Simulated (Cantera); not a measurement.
Input: 1 mol SiHCl3, 0.011 mol CH4, 2.4 mol H2, 0.0083 mol C2H2, held at 1725 °C and 21.0 Torr.

Equilibrium computed with Cantera from the NASA thermochemical tables; the gas is ideal and each condensed phase is pure. Candidate condensed phases: C, C6H6, C7H8, C8H18, Si, SiC; 109 gas species. The tables' values for SiCl3, SiCl are old estimates; treat these amounts as uncertain. Gases not in the tables: Si2H6 and higher silanes. Equilibrium is a limit: real reactors are often held back by kinetics, nucleation or transport.

Base state: H2 0.536, HCl 0.237, SiCl2 0.212, H 0.00702, SiCl3 0.00265, Cl 0.00231, SiCl 0.00208, Si 0.00128 (mole fractions); condensed: SiC(s).

Problem. What changes in the equilibrium state with this change: CH4 from 0.011 to 0.13 mol?

Solution. 
```tsv
species	before	after
H2	0.536	0.535
HCl	0.237	0.274
SiCl2	0.212	0.177
Si2	1.12e-5	4.35e-6
SiH2	4.75e-5	2.96e-5
SiH	0.000107	6.68e-5
Si2C	3.49e-5	2.18e-5
Si	0.00128	0.000801
SiC(s), mol	0.0274	0.146
```

Problem. What changes in the equilibrium state with this change: temperature from 1725 °C to 1802 °C?

Solution. 
| species | before | after |
|---|---|---|
| H2 | 0.536 | 0.527 |
| HCl | 0.237 | 0.240 |
| SiCl2 | 0.212 | 0.208 |
| H | 0.00702 | 0.0116 |
| Si2C | 3.49e-5 | 0.000117 |
| Si2 | 1.12e-5 | 3.34e-5 |
| SiC(s), mol | 0.0274 | 0.0270 |
The tables' values for SiCl, SiCl3 are old estimates; treat these amounts as uncertain.
